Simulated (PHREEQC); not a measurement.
Make-up at 44 °C: 0.0013 mol HCl, 0.12 mol NaCl and 0.00097 mol CuCl2 per kg of water. Closed to the air; pH follows from the charge balance.

The numbers come from PHREEQC with the ion-association model, phreeqc.dat.

Each row changes one thing in this solution. Precipitation was switched off in this run.

```csv
case,pH,Cu+2 (mol/kgw),CuCl+ (mol/kgw),CuCl2 (mol/kgw),CuOH+ (mol/kgw),SI of Halite (NaCl)
as made,2.98,0.000745,0.000215,9.32e-6,3.44e-9,-3.66
temperature from 44 to 5 °C,2.97,0.000927,4.15e-5,___,___,-3.61
NaCl from 0.12 to 0.06 mol/kgw,2.96,0.000820,0.000147,3.74e-6,4.16e-9,-4.20
HCl from 0.0013 to 0.00013 mol/kgw,3.98,0.000746,0.000214,___,___,-3.66
diluted 100-fold with water,4.90,9.63e-6,6.52e-8,4.82e-11,6.83e-9,-7.45
HCl left out,5.31,0.000742,0.000213,9.14e-6,7.47e-7,-3.66
temperature from 44 to 45 °C,2.98,0.000738,0.000222,9.70e-6,3.41e-9,-3.66
```

Q: Some entries are withheld; supply them.

A: 
- temperature from 44 to 5 °C, CuCl2 (mol/kgw): 1.22e-6
- temperature from 44 to 5 °C, CuOH+ (mol/kgw): 4.40e-9
- HCl from 0.0013 to 0.00013 mol/kgw, CuCl2 (mol/kgw): 9.21e-6
- HCl from 0.0013 to 0.00013 mol/kgw, CuOH+ (mol/kgw): 3.45e-8

At this temperature some constants are extrapolated from 25 °C, and those without enthalpy data are left unchanged.
